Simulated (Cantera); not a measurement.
An isothermal, constant-pressure homogeneous reactor starts with H2 : O2 = 0.26 : 1 (molar parts), equivalence ratio 0.13, at 1200 K and 1200 Pa.

Detailed kinetics in Cantera: the H2/O2 subset of GRI-Mech 3.0, which has no nitrogen chemistry. Radical loss at walls, strong at low pressure, is not modelled. The temperature is held fixed by assumption; the heat of reaction is taken as removed at once.

x: mole fraction; the columns are a selection and need not sum to one.

```tsv
t (s)	x H2	x O2	x HO2	x OH	x H2O2
5.00e-6	0.206	0.794	6.77e-10	2.64e-11	<1e-12
1.61e-5	0.206	0.794	?	2.28e-10	<1e-12
5.18e-5	0.206	0.794	?	1.63e-9	2.73e-12
0.000167	0.206	0.794	?	1.57e-8	2.83e-11
0.000537	0.206	0.794	?	2.26e-6	3.12e-10
0.00173	0.0164	0.684	7.62e-6	0.0119	3.38e-7
0.00557	0.00814	0.697	8.16e-6	0.00930	2.86e-7
0.0179	0.00395	0.740	8.49e-6	0.00662	3.75e-7
0.0578	0.000560	0.766	?	0.00250	2.95e-7
0.186	4.85e-5	0.769	?	0.000740	1.07e-7
0.599	6.23e-6	0.770	?	0.000268	3.31e-8
1.93	1.18e-6	0.770	?	0.000117	1.05e-8
6.21	2.79e-7	0.770	?	5.75e-5	3.36e-9
20.0	7.90e-8	0.770	?	3.06e-5	1.15e-9
```

Task: Fill in the missing entries.

Result: 
- 1.61e-5, x HO2: 2.18e-9
- 5.18e-5, x HO2: 7.02e-9
- 0.000167, x HO2: 2.27e-8
- 0.000537, x HO2: 9.21e-8
- 0.0578, x HO2: 4.93e-6
- 0.186, x HO2: 1.07e-6
- 0.599, x HO2: 1.89e-7
- 1.93, x HO2: 4.32e-8
- 6.21, x HO2: 1.60e-8
- 20.0, x HO2: 1.36e-8
